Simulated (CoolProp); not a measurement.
Vapour-liquid equilibrium of R113 (1) + n-heptane (2) at 384.3 K; x and y are mole fractions of (1).

Computed with CoolProp (multi-fluid Helmholtz-energy mixture model, Marx 1992 and Span 2003; pair parameters Bell 2016).

Q: Give the bubble pressure and the first vapour's composition at x = 0.25, 0.35, 0.85. Is there an azeotrope?

A: x = 0.25: 265.7 kPa, y = 0.563; x = 0.35: 310.0 kPa, y = 0.665; x = 0.85: 505.2 kPa, y = 0.938. No azeotrope shows between x = 0.05 and 0.95.

The pair parameters rest on a limited set of measurements; away from them the model extrapolates.
